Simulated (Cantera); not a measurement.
Feed: 1 mol Fe2O3, 0.32 mol CH4, 0.016 mol CO, held at 2623.15 K and 1 atm.

Cantera equilibrium calculation (NASA polynomials, part measured and part estimated; ideal gas, pure solids and liquids). Candidate condensed phases: C, C6H6, C7H8, C8H18, Fe, Fe(CO)5, FeO, Fe(OH)2, Fe(OH)3, Fe2O3, Fe3O4, H2O; 114 gas species. The tables' stoichiometric FeO is somewhat more stable than real wüstite, so its field is too wide. FeO: taken at fixed stoichiometry. The numbers say what is thermodynamically allowed, not how fast it happens.

Base state: H2O 0.516, CO 0.191, CO2 0.144, H2 0.105, OH 0.0158, H 0.0136, Fe 0.00684, O2 0.00264 (mole fractions); condensed: FeO(l).

**Question.** What changes in the equilibrium state with this change: CH4 from 0.32 to 1.1 mol?

**Answer.** 
```
species       before     after
-----------  -------  --------
H2             0.105     0.396
CO             0.191     0.286
H2O            0.516     0.196
CO2            0.144    0.0217
Fe           0.00684    0.0682
OH            0.0158   0.00309
H             0.0136    0.0263
O2           0.00264   2.66e-5
O            0.00132  0.000132
FeO(l), mol     1.99      1.09
Fe(l), mol         0     0.655
```
Each liquid is taken as pure. Mutual solubility and eutectic melting of coexisting phases are not modelled.

**Question.** What changes in the equilibrium state with this change: CO from 0.016 to 0.41 mol?

**Answer.** 
```
species       before     after
-----------  -------  --------
CO             0.191     0.362
H2O            0.516     0.326
CO2            0.144     0.156
Fe           0.00684    0.0120
OH            0.0158   0.00950
H2             0.105     0.116
H             0.0136    0.0142
O2           0.00264  0.000862
O            0.00132  0.000754
Fe(OH)2      0.00162   0.00102
FeO(l), mol     1.99      1.98
```
